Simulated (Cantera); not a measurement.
Charge: 1 mol C3H8, 41 mol H2, 1.8 mol N2, 0.017 mol O2, equilibrated at 0.133 bar.

Equilibrium computed with Cantera from the NASA thermochemical tables; the gas is ideal and each condensed phase is pure. Candidate condensed phases: C, C6H6, C7H8, C8H18, H2O; 136 gas species. Rates play no part.

### Question
What share of the C ends up in condensed phases as a function of T (K), at 1248, 1348, 1448, 1548, 1648, 1748, 1848, 1948, 2048, 2148, 2248, 2348?

### Answer
| T (K) | C condensed (%) | as |
|---|---|---|
| 1248 | 96.7 | C(graphite) |
| 1348 | 97.6 | C(graphite) |
| 1448 | 98.0 | C(graphite) |
| 1548 | 98.0 | C(graphite) |
| 1648 | 97.6 | C(graphite) |
| 1748 | 96.9 | C(graphite) |
| 1848 | 95.6 | C(graphite) |
| 1948 | 93.4 | C(graphite) |
| 2048 | 90.2 | C(graphite) |
| 2148 | 85.2 | C(graphite) |
| 2248 | 78.2 | C(graphite) |
| 2348 | 68.3 | C(graphite) |
